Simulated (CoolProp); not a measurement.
Vapour-liquid equilibrium of CHF3 (R23) (1) + isobutane (2) at -3.35 °C; x and y are mole fractions of (1).

Computed with CoolProp (multi-fluid Helmholtz-energy mixture model, Penoncello 2003 and Bücker 2006; pair parameters Bell 2016).

```tsv
x	bubble pressure (kPa)	y at the bubble point	dew pressure at overall composition x (kPa)	liquid density (mol/L)
0.05	445.7	0.675	146.8	10.24
0.2	1139	0.865	175.4	10.79
0.35	1514	0.896	217.4	11.37
0.5	1692	0.908	285.0	11.97
0.65	1813	0.918	412.5	12.63
0.8	1966	0.936	745.3	13.44
0.95	2189	0.977	2057	14.61
```

No azeotrope shows between x = 0.05 and 0.95.

The pair parameters rest on a limited set of measurements; away from them the model extrapolates. With so large a gap from Raoult's law the liquid may split in two, which this calculation doesn't test in full.
